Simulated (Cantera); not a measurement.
Charge: 1 mol Si(CH3)4, 5.3 mol H2, held at 10.0 mbar.

These are equilibrium values from Cantera (NASA tables, ideal gas, pure condensed phases), not measurements of a reactor. Candidate condensed phases: C, C6H6, C7H8, C8H18, Si, SiC; 87 gas species. Gases not in the tables: Si2H6 and higher silanes. Rates play no part.

Which condensed phases are stable at each of these points (T (K)): 1548, 1648, 1748, 1848, 1948, 2048, 2148, 2248, 2348, 2448, 2548?


```
T (K)      condensed phases  Si condensed (%)
-----  --------------------  ----------------
1548   C(graphite) + SiC(s)             100.0
1648   C(graphite) + SiC(s)             100.0
1748   C(graphite) + SiC(s)             100.0
1848   C(graphite) + SiC(s)             100.0
1948   C(graphite) + SiC(s)              99.9
2048   C(graphite) + SiC(s)              99.3
2148   C(graphite) + SiC(s)              97.1
2248   C(graphite) + SiC(s)              88.9
2348   C(graphite) + SiC(s)              60.2
2448            C(graphite)               0.0
2548            C(graphite)               0.0
```

From 1548 K to 2348 K the condensed part is C(graphite) + SiC(s). From 2448 K to 2548 K the condensed part is C(graphite).
